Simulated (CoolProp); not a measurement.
R227EA along the isotherm -48.95 °C: fugacity coefficient from the reference equation and from simpler models built on Tc = 101.8 °C, pc = 29.25 bar, ω = 0.358; each cubic takes its own stable root.

Model: reference Helmholtz-energy equation of state, Lemmon 2016, in CoolProp.

| p (bar) | phase | reference | van der Waals | Redlich-Kwong | Soave-Redlich-Kwong | Peng-Robinson |
|---|---|---|---|---|---|---|
| 18.3 | liquid | 0.01146 | 0.1445 | 0.03435 | 0.01152 | 0.01172 |
| 36.6 | liquid | 0.006337 | 0.08533 | 0.01925 | 0.006426 | 0.006457 |
| 54.8 | liquid | 0.004677 | 0.06710 | 0.01439 | 0.004783 | 0.004749 |
| 73.1 | liquid | 0.003875 | 0.05919 | 0.01207 | 0.003997 | 0.003920 |
| 91.4 | liquid | 0.003424 | 0.05562 | 0.01079 | 0.003561 | 0.003452 |
| 110 | liquid | 0.003148 | 0.05436 | 0.01004 | 0.003301 | 0.003162 |
| 128 | liquid | 0.002983 | 0.05461 | 0.009622 | 0.003153 | 0.002985 |
| 146 | liquid | 0.002883 | 0.05591 | 0.009402 | 0.003071 | 0.002874 |
